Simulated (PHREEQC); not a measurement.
Synthetic water in mg/L, 20 °C, pH 7.06, pe 10.9:

```json
[
 {"constituent": "Na", "mg/L": "51.7"},
 {"constituent": "K", "mg/L": "0.485"},
 {"constituent": "Ca", "mg/L": "35.7"},
 {"constituent": "Mg", "mg/L": "33.2"},
 {"constituent": "Cl", "mg/L": "105"},
 {"constituent": "S(6) as SO4", "mg/L": "45.1"},
 {"constituent": "Alkalinity as HCO3", "mg/L": "178"},
 {"constituent": "Pb", "mg/L": "0.318"},
 {"constituent": "Si as SiO2", "mg/L": "3.66"}
]
```

Na is adjusted to close the charge balance.
Valence states are taken as typed.

The numbers come from PHREEQC with the ion-association model, wateq4f.dat.

Precipitation was switched off in this run.

### Question
Order these C species by the share of C that they hold, largest first: CO2, CaHCO3+, MgHCO3+, HCO3-.

### Answer
HCO3- (83 %), CO2 (16 %), MgHCO3+ (0.84 %), CaHCO3+ (0.56 %)

### Question
Order these Mg species by the share of Mg that they hold, largest first: Mg+2, MgHCO3+, MgSO4.

### Answer
Mg+2 (94 %), MgSO4 (3.5 %), MgHCO3+ (2.1 %)

The pH is 7.06 and the ionic strength 0.00913 mol/kgw. The solution is supersaturated, for example in Cerrusite, so a real one may precipitate; this is no full list.
